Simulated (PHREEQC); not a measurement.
Solution (25 °C): 0.0035 mol ZnCl2 per kg of water. Closed to the air; pH follows from the charge balance.

The numbers come from PHREEQC with the ion-association model, phreeqc.dat.

| Quantity | Result |
|---|---|
| pH | 5.76 |
| ionic strength | 0.0104 mol/kgw |
| specific conductance | 815 µS/cm |

```tsv
species	molality	activity	log γ
Cl-	0.00696	0.00625	-0.046
Zn+2	0.00346	0.00229	-0.178
ZnCl+	4.29e-5	3.86e-5	-0.046
H+	1.90e-6	1.74e-6	-0.040
ZnOH+	1.61e-6	1.45e-6	-0.046
ZnOHCl	2.72e-7	2.73e-7	0.001
ZnCl2	2.52e-7	2.53e-7	0.001
Zn(OH)2	9.54e-9	9.56e-9	0.001
OH-	6.48e-9	5.83e-9	-0.047
```

Precipitation was switched off in this run.
